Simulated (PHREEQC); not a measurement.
Consider water at 25 °C with 110 mmol/kgw NH3 and 0.012 mmol/kgw H4SiO4. Closed to the air; pH follows from the charge balance.

Equilibrium calculation in PHREEQC: ion-association model, wateq4f.dat.

Each row changes one thing in this solution. Precipitation was switched off in this run.

```tsv
case	pH	ionic strength (mol/kgw)	NH4+ (mol/kgw)	H4SiO4 (mol/kgw)	SI of Quartz (SiO2)
as made	11.14	0.00145	0.00145	5.36e-7	-2.29
temperature from 25 to 40 °C	[?]	0.00148	0.00148	9.03e-7	-2.27
diluted 100-fold with water	10.12	0.000132	0.000132	4.07e-8	-3.41
NH3 from 0.11 to 1.1 mol/kgw	11.64	0.00469	0.00468	1.63e-7	-2.79
NH3 replaced by NH4BF4 at the same molality	2.71	0.112	0.110	6.36e-10	[?]
temperature from 25 to 10 °C	11.65	0.00136	0.00136	3.01e-7	-2.31
```

Q: Complete the blanks.

A: 
- temperature from 25 to 40 °C, pH: 10.69
- NH3 replaced by NH4BF4 at the same molality, SI of Quartz (SiO2): -5.20

Species that the database lacks are ignored. At this temperature some constants are extrapolated from 25 °C, and those without enthalpy data are left unchanged. SiF6-2 is the database's only silicon fluoride. Real BF4- forms and hydrolyses slowly; the run takes it at equilibrium.
